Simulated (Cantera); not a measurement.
Charge: 1 mol HF, 0.031 mol SO2, 0.13 mol H2, held at 3225 K and 220 Pa.

Equilibrium computed with Cantera from the NASA thermochemical tables; the gas is ideal and each condensed phase is pure. Candidate condensed phases: H2O, H2SO4, S; 43 gas species. Rates play no part.

What is the equilibrium state?


- x(H) = 0.398
- x(HF) = 0.283
- x(F) = 0.264
- x(O) = 0.0331
- x(S) = 0.0167
- x(H2) = 0.00386
- x(OH) = 0.000537
- x(SO) = 0.000184
- x(O2) = 4.47e-5
- gas amount = 1.827 mol
- log10 activity of S(l) (absent) = -6.01
